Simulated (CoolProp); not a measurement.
Saturated liquid density (kg/m³) of n-undecane: the reference equation beside estimates from Tc = 638.8 K, pc = 1.990 MPa, ω = 0.539.

The numbers come from the reference Helmholtz-energy equation of state, Aleksandrov 2011 in CoolProp. It is a short technical equation, of lower accuracy than the large ones.

```json
[
 {"T (K)": "420.8", "reference": "640.9", "van der Waals": "345.9", "Redlich-Kwong": "505.2", "Peng-Robinson": "614.7"},
 {"T (K)": "436.8", "reference": "627.5", "van der Waals": "339.0", "Redlich-Kwong": "493.0", "Peng-Robinson": "602.9"},
 {"T (K)": "452.8", "reference": "613.8", "van der Waals": "331.8", "Redlich-Kwong": "480.1", "Peng-Robinson": "590.1"},
 {"T (K)": "468.8", "reference": "599.5", "van der Waals": "324.1", "Redlich-Kwong": "466.6", "Peng-Robinson": "576.1"},
 {"T (K)": "484.8", "reference": "584.6", "van der Waals": "316.1", "Redlich-Kwong": "452.2", "Peng-Robinson": "560.9"},
 {"T (K)": "500.8", "reference": "568.9", "van der Waals": "307.6", "Redlich-Kwong": "436.9", "Peng-Robinson": "544.2"},
 {"T (K)": "516.8", "reference": "552.4", "van der Waals": "298.6", "Redlich-Kwong": "420.6", "Peng-Robinson": "525.8"},
 {"T (K)": "532.8", "reference": "534.7", "van der Waals": "288.9", "Redlich-Kwong": "403.1", "Peng-Robinson": "505.3"},
 {"T (K)": "548.9", "reference": "515.5", "van der Waals": "278.3", "Redlich-Kwong": "384.1", "Peng-Robinson": "482.1"},
 {"T (K)": "564.9", "reference": "494.4", "van der Waals": "266.8", "Redlich-Kwong": "363.4", "Peng-Robinson": "456.1"},
 {"T (K)": "580.9", "reference": "470.7", "van der Waals": "253.9", "Redlich-Kwong": "340.3", "Peng-Robinson": "426.0"},
 {"T (K)": "596.9", "reference": "442.9", "van der Waals": "239.0", "Redlich-Kwong": "314.1", "Peng-Robinson": "390.4"}
]
```

Absolute difference from the reference over all 12 rows, mean and median: van der Waals 46.0 and 46.0 %, Redlich-Kwong 24.1 and 23.5 %, Peng-Robinson 5.8 and 4.6 %.
